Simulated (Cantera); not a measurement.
A perfectly stirred reactor is fed with 8.57 % H2, 5.71 % O2, 85.7 % N2, equivalence ratio 0.75, at 0.690 bar; it is held at 1050 K, and followed from long to short residence time.

Cantera simulation using the H2/O2 subset of GRI-Mech 3.0, which has no nitrogen chemistry; the numbers are that mechanism's predictions, not measurements. The temperature is held fixed by assumption; the heat of reaction is taken as removed at once.

Problem. Predict: x(H2) at τ = 12.0 s; x(O2) at τ = 12.0 s; x(OH) at τ = 12.0 s; x(H2O) at τ = 12.0 s; x(H) at τ = 12.0 s; x(H2) at τ = 78.0 ms; x(O2) at τ = 78.0 ms; x(OH) at τ = 78.0 ms; x(H2O) at τ = 78.0 ms; x(H) at τ = 78.0 ms.

Solution. 
| Item | Value |
|---|---|
| x(H2) at τ = 12.0 s | 0.000119 |
| x(O2) at τ = 12.0 s | 0.0150 |
| x(OH) at τ = 12.0 s | 6.23e-6 |
| x(H2O) at τ = 12.0 s | 0.0894 |
| x(H) at τ = 12.0 s | 4.34e-7 |
| x(H2) at τ = 78.0 ms | 0.00169 |
| x(O2) at τ = 78.0 ms | 0.0157 |
| x(OH) at τ = 78.0 ms | 6.41e-5 |
| x(H2O) at τ = 78.0 ms | 0.0877 |
| x(H) at τ = 78.0 ms | 6.09e-5 |
